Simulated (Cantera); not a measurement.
Input: 1 mol MgO, 1.9 mol HBr, 0.58 mol N₂, held at 9.10 mbar.

These are equilibrium values from Cantera (NASA tables, ideal gas, pure condensed phases), not measurements of a reactor. Candidate condensed phases: Br₂, H₂O, Mg, MgBr₂, MgO, Mg(OH)₂; 36 gas species. Kinetics and transport are ignored.

Question: What share of the Mg ends up in condensed phases as a function of T (K), at 1123, 1173, 1223, 1273, 1323, 1373, 1423, 1473, 1523, 1573, 1623, 1673, 1723, 1773?

Answer: 
| T (K) | Mg condensed (%) | as |
|---|---|---|
| 1123 | 93.3 | MgO(s) |
| 1173 | 91.4 | MgO(s) |
| 1223 | 89.3 | MgO(s) |
| 1273 | 86.9 | MgO(s) |
| 1323 | 84.5 | MgO(s) |
| 1373 | 82.0 | MgO(s) |
| 1423 | 79.5 | MgO(s) |
| 1473 | 77.1 | MgO(s) |
| 1523 | 74.8 | MgO(s) |
| 1573 | 72.8 | MgO(s) |
| 1623 | 70.9 | MgO(s) |
| 1673 | 69.4 | MgO(s) |
| 1723 | 68.2 | MgO(s) |
| 1773 | 67.2 | MgO(s) |
